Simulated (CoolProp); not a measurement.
Carbonyl sulfide along the isotherm 381.4 K: Z from the reference equation and from simpler models built on Tc = 378.8 K, pc = 6.369 MPa, ω = 0.098; each cubic takes its own stable root.

Values from CoolProp's reference Helmholtz-energy equation of state, Lemmon 2006. It is a short technical equation, of lower accuracy than the large ones.

| p (MPa) | phase | reference |
|---|---|---|
| 2.27 | gas | 0.8712 |
| 4.55 | gas | 0.6998 |
| 6.82 | supercritical | 0.2342 |
| 9.1 | supercritical | 0.2460 |
| 11.4 | supercritical | 0.2886 |
| 13.6 | supercritical | 0.3309 |
| 15.9 | supercritical | 0.3750 |
| 18.2 | supercritical | 0.4188 |
| 20.5 | supercritical | 0.4621 |
| 22.7 | supercritical | 0.5031 |
| 25 | supercritical | 0.5454 |
| 27.3 | supercritical | 0.5873 |
| 29.6 | supercritical | 0.6288 |
| 31.8 | supercritical | 0.6681 |

Problem. How far does each simpler model (van der Waals, Redlich-Kwong, Soave-Redlich-Kwong) lie from the reference over these 14 states: mean and median of the absolute difference, and the worst?

Solution. 
- van der Waals: mean 31.1 %, median 35.1 %, worst +38.5 % at 381.4 K and 9.1 MPa
- Redlich-Kwong: mean 8.8 %, median 7.9 %, worst +21.4 % at 381.4 K and 6.82 MPa
- Soave-Redlich-Kwong: mean 9.0 %, median 8.0 %, worst +22.9 % at 381.4 K and 6.82 MPa
